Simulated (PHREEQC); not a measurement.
A solution holds 79 mmol/kgw NaHCO3 and 4 mmol/kgw KCl, at 25 °C. Closed to the air; pH follows from the charge balance.

The numbers come from PHREEQC with the ion-association model, phreeqc.dat.

No solid was allowed to form.

Question: Order these C species by the share of C that they hold, largest first: NaCO3-, CO2, NaHCO3, CO3-2, HCO3-.

Answer: HCO3- (94 %), NaHCO3 (2.5 %), CO2 (1.5 %), CO3-2 (0.95 %), NaCO3- (0.56 %)

The pH is 8.04 and the ionic strength 0.0813 mol/kgw. Complexes and solids missing from the database can't appear.
